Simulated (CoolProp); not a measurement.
Vinyl chloride along the isobar 0.875 MPa: fugacity coefficient from the reference equation and from simpler models built on Tc = 425.0 K, pc = 5.600 MPa, ω = 0.160; each cubic takes its own stable root.

The numbers come from the reference Helmholtz-energy equation of state, Thol 2022 in CoolProp.

```
T (K)   phase  reference  van der Waals  Soave-Redlich-Kwong
-----  ------  ---------  -------------  -------------------
273.4  liquid     0.1956         0.7400                    ?
290.8  liquid          ?         0.8876               0.3444
308.2  liquid     0.5572         0.9016               0.5608
325.6  liquid     0.8447         0.9133               0.8529
343       gas     0.9001              ?               0.8993
360.4     gas     0.9148         0.9315               0.9129
377.8     gas     0.9266              ?                    ?
395.2     gas     0.9365         0.9449               0.9339
412.6     gas     0.9447         0.9504               0.9421
430       gas     0.9516              ?               0.9492
```

Fill in the missing entries.


- 273.4, Soave-Redlich-Kwong: 0.1951
- 290.8, reference: 0.3438
- 343, van der Waals: 0.9231
- 377.8, van der Waals: 0.9387
- 377.8, Soave-Redlich-Kwong: 0.9242
- 430, van der Waals: 0.9551

At some of these states van der Waals gives the other phase, because its saturation line lies elsewhere.
